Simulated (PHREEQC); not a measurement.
0.011 g of hydrous ferric oxide (600 m²/g; 0.2 weak and 0.005 strong sites per Fe, Dzombak-Morel constants, diffuse double layer) in 1 kg of water with 0.005 mol/kgw of an inert sodium salt and 1.8e-05 mol MgCl2 and 3.2e-06 mol H3BO3, at 25 °C; the pH is set by adding NaOH or the inert anion's acid. Oxygen is held at 0.21 atm. The system is closed to CO2. Precipitation was switched off in this run.

The numbers come from PHREEQC with the ion-association model, wateq4f.dat.

```csv
pH,Mg sorbed (%),B sorbed (%),surface charge σ (C/m²),surface potential ψ (mV)
3,0.0,0.0,0.302,215
3.5,0.0,0.0,0.242,207
4,0.0,0.0,0.183,194
4.5,0.0,0.0,0.131,177
5,0.0,0.0,…,158
5.5,0.0,0.0,0.060,137
6,0.0,0.0,0.038,114
6.5,0.0,0.0,…,89
7,0.0,0.0,0.013,…
7.5,0.3,0.0,…,35
8,2.5,0.0,0.001,8
8.5,13.2,0.0,-0.002,-11
9,32.7,0.0,-0.003,-20
```

Problem. Some entries are withheld; supply them.

Solution. 
- 5, surface charge σ (C/m²): 0.090
- 6.5, surface charge σ (C/m²): 0.023
- 7, surface potential ψ (mV): 62
- 7.5, surface charge σ (C/m²): 0.006

The oxide is taken as insoluble; below pH 4 it would dissolve.
